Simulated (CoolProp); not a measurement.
Vapour-liquid equilibrium of acetone (1) + n-heptane (2) at 1590 kPa; x and y are mole fractions of (1).

The numbers come from the multi-fluid Helmholtz-energy mixture model, Lemmon 2006 and Span 2003; pair parameters Bell 2016 in CoolProp.

```csv
x,"bubble temperature, mixture model (K)","bubble temperature, Raoult's law (K)","y, mixture model","y, Raoult's law"
0.05,494.2,497.6,0.120,0.126
0.125,482.8,490.3,0.275,0.283
0.2,473.5,483.8,0.398,0.410
0.275,466.1,478.0,0.491,0.515
0.35,460.4,472.7,0.565,0.602
0.425,455.8,467.8,0.624,0.677
0.5,452.1,463.4,0.675,0.740
0.575,449.1,459.3,0.720,0.795
0.65,446.7,455.5,0.762,0.843
0.725,444.6,451.9,0.804,0.884
0.8,443.0,448.6,0.848,0.921
0.875,441.7,445.5,0.897,0.954
0.95,440.9,442.6,0.955,0.982
```

The largest gap from Raoult's law is -12.3 K in bubble temperature, at x = 0.35. No azeotrope shows between x = 0.05 and 0.95.

Pair parameters are fitted to limited data, so mixtures are less certain than the pure fluids.
